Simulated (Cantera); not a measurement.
Feed: 1 mol MgO, 0.6 mol Cl2, 0.056 mol H2, equilibrated at 0.220 bar.

Method: chemical equilibrium by Gibbs-energy minimisation in Cantera with the NASA 1993 tables (ideal gas, pure condensed phases). Candidate condensed phases: H2O, Mg, MgCl2, MgO, Mg(OH)2; 22 gas species. The numbers say what is thermodynamically allowed, not how fast it happens. All values below are at 1500 K.

Base state: Cl2 0.322, MgCl2 0.313, O2 0.156, HCl 0.137, Cl 0.0707, H2O 0.000339, ClO 0.000322 (mole fractions); condensed: MgO(s).

Q: What changes in the equilibrium state with this change: Cl2 from 0.6 to 0.14 mol?

A: 
```csv
species,before,after
HCl,0.137,0.489
MgCl2,0.313,0.199
Cl2,0.322,0.160
O2,0.156,0.0958
Cl,0.0707,0.0498
H2O,0.000339,0.00677
OH,6.17e-6,2.44e-5
HOCl,8.06e-6,2.25e-5
ClO,0.000322,0.000178
"MgO(s), mol",0.746,0.956
```

Q: What changes in the equilibrium state with this change: pressure from 0.220 bar to 1.00 bar?

A: 
```json
[
 {"species": "Cl2", "before": "0.322", "after": "0.456"},
 {"species": "MgCl2", "before": "0.313", "after": "0.239"},
 {"species": "HCl", "before": "0.137", "after": "0.146"},
 {"species": "O2", "before": "0.156", "after": "0.119"},
 {"species": "Cl", "before": "0.0707", "after": "0.0395"},
 {"species": "HOCl", "before": "8.06e-6", "after": "1.59e-5"},
 {"species": "H2O", "before": "0.000339", "after": "0.000503"},
 {"species": "ClO", "before": "0.000322", "after": "0.000335"},
 {"species": "MgO(s), mol", "before": "0.746", "after": "0.818"}
]
```
